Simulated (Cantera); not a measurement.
Input: 1 mol Al, 2 mol Cl2, 1.8 mol N2, equilibrated at 252 °C and 0.100 bar.

These are equilibrium values from Cantera (NASA tables, ideal gas, pure condensed phases), not measurements of a reactor. Candidate condensed phases: Al, AlCl3, AlN; 11 gas species. Equilibrium is a limit: real reactors are often held back by kinetics, nucleation or transport.

Base state: N2 0.641, Cl2 0.178, Al2Cl6 0.175, AlCl3 0.00617 (mole fractions); condensed: gas only.

Question: What changes in the equilibrium state with this change: temperature from 252 °C to 277 °C?

Answer: 
```json
[
 {"species": "N2", "before": "0.641", "after": "0.639"},
 {"species": "Cl2", "before": "0.178", "after": "0.178"},
 {"species": "Al2Cl6", "before": "0.175", "after": "0.172"},
 {"species": "AlCl3", "before": "0.00617", "after": "0.0116"}
]
```

Question: What changes in the equilibrium state with this change: pressure from 0.100 bar to 12.0 Pa?

Answer: 
| species | before | after |
|---|---|---|
| N2 | 0.641 | 0.600 |
| Cl2 | 0.178 | 0.167 |
| AlCl3 | 0.00617 | 0.134 |
| Al2Cl6 | 0.175 | 0.0994 |
